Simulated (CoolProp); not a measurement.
Vapour-liquid equilibrium of ethanol (1) + o-xylene (2) at 152 kPa; x and y are mole fractions of (1).

The numbers come from the multi-fluid Helmholtz-energy mixture model, Schroeder 2014 and Zhou 2012; pair parameters Bell 2016 in CoolProp.

Task: Give the bubble temperature and the first vapour's composition at x = 0.275, 0.8, 0.95. Is there an azeotrope?

Result: x = 0.275: 99.2 °C, y = 0.851; x = 0.8: 91.8 °C, y = 0.925; x = 0.95: 89.7 °C, y = 0.975. No azeotrope shows between x = 0.05 and 0.95.

The pair parameters rest on a limited set of measurements; away from them the model extrapolates. With so large a gap from Raoult's law the liquid may split in two, which this calculation doesn't test in full.
